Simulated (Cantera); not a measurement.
Gas mixture: NO = 0.78 (molar parts), at 0.540 bar, frozen composition.

Cantera's kinetic-theory transport with the Lennard-Jones parameters of GRI-Mech 3.0, ideal gas; thermal conductivity in the mixture-averaged form. The composition is frozen, though it would react at the higher temperatures.

One state of this run: ρ (kg/m³) = 0.217; cp (J/kg/K) = 1114; μ (µPa s) = 40.1; λ (mW/m/K) = 63.0; Pr = 0.708; D (cm²/s) O = 3.88; D (cm²/s) OH = 3.81; D (cm²/s) C₂H₂ = 2.10. D: mixture-averaged diffusion coefficient of that species in the mixture.

Problem. Which value of T (K) does it belong to?
(A) 1900
(B) 2150
(C) 900
(D) 1650

Solution. C, 900
